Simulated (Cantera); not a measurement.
An isothermal, constant-pressure homogeneous reactor starts with CH4 : H2 = 0.014 : 1 (molar parts), at 1800 K and 0.0563 atm.

Cantera simulation using GRI-Mech 3.0 (53 species, 325 reactions); the numbers are that mechanism's predictions, not measurements. GRI-Mech 3.0 stops at C3 and has no aromatics, soot or wall deposition, so with more carbon than oxygen in the feed, carbon stays in small species such as C2H2 where larger ones or solid carbon would form.

x: mole fraction; the columns are a selection and need not sum to one.

```
t (s)       x CH4   x H2    x C2H6      x H    x C2H2     x CH3
--------  -------  -----  --------  -------  --------  --------
3.00e-5    0.0138  0.986  1.64e-12      [?]    <1e-12   1.12e-6
7.05e-5    0.0138  0.986  1.49e-11      [?]    <1e-12   2.29e-6
0.000166   0.0138  0.986  1.39e-10      [?]  2.54e-12   5.04e-6
0.000389   0.0138  0.986   1.19e-9      [?]  7.90e-11   1.15e-5
0.000915   0.0138  0.986   8.34e-9      [?]   2.77e-9   2.66e-5
0.00215    0.0137  0.986   4.68e-8      [?]   1.08e-7   6.16e-5
0.00505    0.0136  0.986   2.05e-7      [?]   3.81e-6  0.000139
0.0119     0.0134  0.985   5.81e-7      [?]   6.97e-5  0.000269
0.0279     0.0125  0.985   7.87e-7  0.00135  0.000464  0.000344
0.0656     0.0106  0.986   6.00e-7  0.00141   0.00141  0.000304
0.154     0.00778  0.988   3.30e-7  0.00143   0.00284  0.000227
0.362     0.00473  0.989   1.25e-7  0.00146   0.00439  0.000140
0.851     0.00243  0.990   3.39e-8  0.00148   0.00556   7.33e-5
2.00      0.00114  0.991   7.66e-9  0.00149   0.00622   3.46e-5
```

Q: Fill in the missing entries.

A: 
- 3.00e-5, x H: 2.82e-6
- 7.05e-5, x H: 6.97e-6
- 0.000166, x H: 1.67e-5
- 0.000389, x H: 3.96e-5
- 0.000915, x H: 9.33e-5
- 0.00215, x H: 0.000218
- 0.00505, x H: 0.000496
- 0.0119, x H: 0.000987
